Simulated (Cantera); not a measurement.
**Transport properties of process gases**

Gas mixture: 100 % NO, at 2670 Pa, frozen composition.

Cantera's kinetic-theory transport with the Lennard-Jones parameters of GRI-Mech 3.0, ideal gas; thermal conductivity in the multicomponent form. The composition is frozen, though it would react at the higher temperatures.

| T (K) | ρ (kg/m³) | cp (J/kg/K) | μ (µPa s) | λ (mW/m/K) | Pr | D (cm²/s) H | D (cm²/s) N2 | D (cm²/s) CH3 |
|---|---|---|---|---|---|---|---|---|
| 400 | 0.0241 | 998.6 | 23.1 | 32.5 | 0.711 | 77.2 | 12.9 | 14.1 |
| 550 | 0.0175 | 1028 | 28.9 | 41.9 | 0.709 | 134 | 22.2 | 24.4 |
| 700 | 0.0137 | 1067 | 34.0 | 51.2 | 0.708 | 202 | 33.3 | 36.8 |
| 850 | 0.0113 | 1104 | 38.6 | 60.2 | 0.708 | 280 | 46.2 | 51.1 |
| 1000 | 0.00962 | 1133 | 42.9 | 68.8 | 0.707 | 368 | 60.6 | 67.1 |
| 1150 | 0.00837 | 1153 | 47.0 | 76.7 | 0.707 | 465 | 76.4 | 84.8 |
| 1300 | 0.00740 | 1171 | 50.9 | 84.4 | 0.707 | 570 | 93.7 | 104 |
| 1450 | 0.00664 | 1186 | 54.7 | 91.8 | 0.707 | 684 | 112 | 125 |
| 1600 | 0.00601 | 1199 | 58.3 | 98.9 | 0.706 | 805 | 132 | 147 |
D: mixture-averaged diffusion coefficient of that species in the mixture.
